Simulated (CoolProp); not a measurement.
n-dodecane along the isobar 3.53 MPa: density (kg/m³) from the reference equation and from simpler models built on Tc = 658.1 K, pc = 1.818 MPa, ω = 0.574; each cubic takes its own stable root.

Computed with CoolProp (reference Helmholtz-energy equation of state, Lemmon 2004). It is a short technical equation, of lower accuracy than the large ones.

| T (K) | phase | reference | van der Waals | Redlich-Kwong | Peng-Robinson |
|---|---|---|---|---|---|
| 270.7 | liquid | 768.3 | 394.9 | 582.7 | 674.5 |
| 292.1 | liquid | [?] | [?] | 573.8 | 667.5 |
| 313.4 | liquid | [?] | [?] | [?] | 659.9 |
| 334.8 | liquid | 721.7 | 378.7 | 554.6 | 651.6 |
| 356.2 | liquid | 706.2 | 373.0 | 544.3 | 642.7 |
| 377.6 | liquid | 690.6 | [?] | 533.5 | 633.0 |
| 399 | liquid | 674.8 | 361.1 | 522.2 | 622.4 |
| 420.4 | liquid | 658.7 | 354.8 | 510.3 | 611.0 |
| 441.7 | liquid | 642.2 | 348.3 | 498.0 | 598.5 |

**Question.** Complete the blanks.

**Answer.** 
- 292.1, reference: 752.6
- 292.1, van der Waals: 389.6
- 313.4, reference: 737.2
- 313.4, van der Waals: 384.2
- 313.4, Redlich-Kwong: 564.4
- 377.6, van der Waals: 367.1
